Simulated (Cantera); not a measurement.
Feed: 1 mol Fe2O3, 0.71 mol SO2, 1.7 mol N2, held at 1673 K and 40000 Pa.

These are equilibrium values from Cantera (NASA tables, ideal gas, pure condensed phases), not measurements of a reactor. Candidate condensed phases: Fe, FeO, FeS, FeSO4, FeS2, Fe2O3, Fe2(SO4)3, Fe3O4, S; 19 gas species. Equilibrium is a limit: real reactors are often held back by kinetics, nucleation or transport.

Base state: N2 0.659, SO2 0.275, O2 0.0637, NO 0.00132, SO3 0.000745, O 1.33e-5 (mole fractions); condensed: Fe3O4(s).

Question: What changes in the equilibrium state with this change: Fe2O3 replaced by FeS2?

Answer: 
```json
[
 {"species": "N2", "before": "0.659", "after": "0.584"},
 {"species": "SO2", "before": "0.275", "after": "0.237"},
 {"species": "S2", "before": "<1e-9", "after": "0.166"},
 {"species": "O2", "before": "0.0637", "after": "3.07e-8"},
 {"species": "S2O", "before": "<1e-9", "after": "0.00486"},
 {"species": "S", "before": "<1e-9", "after": "0.000159"},
 {"species": "SO3", "before": "0.000745", "after": "4.45e-7"},
 {"species": "NO", "before": "0.00132", "after": "8.60e-7"},
 {"species": "Fe3O4(s), mol", "before": "0.667", "after": "0"},
 {"species": "FeS(l), mol", "before": "0", "after": "1.000"}
]
```
FeS: taken at fixed stoichiometry.
